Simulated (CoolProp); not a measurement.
The numbers come from the reference Helmholtz-energy equation of state, Lemmon 2006 in CoolProp. It is a short technical equation, of lower accuracy than the large ones.

Question: For neopentane, give the phase and the cv (kJ/(kg K)), Joule-Thomson coefficient (K/MPa), fugacity coefficient at 84.25 °C and 162 bar.

Answer: 
- 84.25 °C and 162 bar: liquid; cv 1.98, Joule-Thomson coefficient -0.267, fugacity coefficient 0.0846
